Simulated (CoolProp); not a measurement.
Properties of R1336mzz(E) along the isobar 32.9 bar (Tc = 130.4 °C, pc = 27.79 bar, ω = 0.413).

Values from CoolProp's reference Helmholtz-energy equation of state, Akasaka 2023.

```
T (°C)          phase  density (kg/m³)  cp (kJ/(kg K))  Joule-Thomson coefficient (K/MPa)  fugacity coefficient
------  -------------  ---------------  --------------  ---------------------------------  --------------------
-37.45         liquid             1499           1.183                            -0.3538              0.003712
-21.55         liquid                …           1.191                            -0.3322              0.009178
-5.75          liquid             1422           1.202                            -0.3039               0.01964
10.05          liquid             1380           1.214                            -0.2663               0.03753
25.95          liquid             1336               …                            -0.2153               0.06561
41.75          liquid             1288           1.249                            -0.1452                0.1057
57.65          liquid             1236           1.274                           -0.04403                0.1600
73.45          liquid             1177           1.307                             0.1072                0.2284
89.35          liquid             1109           1.355                             0.3537                0.3111
105.15         liquid             1026           1.436                             0.8026                     …
121.05         liquid            913.1           1.632                              1.894                0.5076
136.85  supercritical            646.3           4.488                              9.783                0.6090
```

Task: Complete the blanks.

Result: 
- -21.55, density (kg/m³): 1461
- 25.95, cp (kJ/(kg K)): 1.229
- 105.15, fugacity coefficient: 0.4051
